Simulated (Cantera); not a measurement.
Cantera with NASA thermochemical tables; ideal gases at 1 bar, condensed phases pure. Values are per mole of reaction as written; species without (g) are pure solids or liquids, kept so even where they would boil at 1 bar.

V + O2(g) ⇌ VO2(g)

| T (K) | ΔH° (kJ) | ΔS° (J/K) | ΔG° (kJ) | log10 K |
|---|---|---|---|---|
| 300 | -232.7 | 31.1 | -242.0 | 42.13 |
| 1250 | -241.0 | 18.8 | -264.5 | 11.05 |
| 1300 | (withheld) | (withheld) | (withheld) | (withheld) |
| 1350 | (withheld) | (withheld) | (withheld) | (withheld) |
| 1400 | -242.8 | 17.4 | -267.2 | 9.97 |
| 1450 | -243.5 | 16.9 | -268.1 | 9.66 |
| 1500 | -244.2 | 16.5 | -268.9 | 9.36 |

Q: Complete the blanks.

A: 
- 1300, ΔH° (kJ): -241.6
- 1300, ΔS° (J/K): 18.3
- 1300, ΔG° (kJ): -265.4
- 1300, log10 K: 10.66
- 1350, ΔH° (kJ): -242.2
- 1350, ΔS° (J/K): 17.9
- 1350, ΔG° (kJ): -266.3
- 1350, log10 K: 10.30
